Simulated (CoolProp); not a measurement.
Aqueous potassium formate as a coolant, 40 % by mass, freezing at -35.0 °C, 1 atm.

The numbers come from the Melinder's fits for secondary coolants in CoolProp.

```json
[
 {"T (°C)": "-31.9", "density (kg/m³)": "1280", "Prandtl number": "68.7", "conductivity (W/(m K))": "0.457", "viscosity (mPa s)": "11.3"},
 {"T (°C)": "-24.8", "density (kg/m³)": "1279", "Prandtl number": "47.7", "conductivity (W/(m K))": "0.465", "viscosity (mPa s)": "7.92"},
 {"T (°C)": "-17.7", "density (kg/m³)": "1276", "Prandtl number": "34.7", "conductivity (W/(m K))": "0.473", "viscosity (mPa s)": "5.83"},
 {"T (°C)": "-10.6", "density (kg/m³)": "1274", "Prandtl number": "26.2", "conductivity (W/(m K))": "0.481", "viscosity (mPa s)": "4.47"},
 {"T (°C)": "-3.5", "density (kg/m³)": "1272", "Prandtl number": "20.6", "conductivity (W/(m K))": "0.490", "viscosity (mPa s)": "3.55"},
 {"T (°C)": "3.6", "density (kg/m³)": "1269", "Prandtl number": "16.6", "conductivity (W/(m K))": "0.498", "viscosity (mPa s)": "2.91"},
 {"T (°C)": "10.6", "density (kg/m³)": "1266", "Prandtl number": "13.8", "conductivity (W/(m K))": "0.506", "viscosity (mPa s)": "2.45"},
 {"T (°C)": "17.7", "density (kg/m³)": "1263", "Prandtl number": "11.7", "conductivity (W/(m K))": "0.514", "viscosity (mPa s)": "2.10"},
 {"T (°C)": "24.8", "density (kg/m³)": "1260", "Prandtl number": "10.1", "conductivity (W/(m K))": "0.522", "viscosity (mPa s)": "1.83"},
 {"T (°C)": "31.9", "density (kg/m³)": "1257", "Prandtl number": "8.82", "conductivity (W/(m K))": "0.531", "viscosity (mPa s)": "1.61"}
]
```
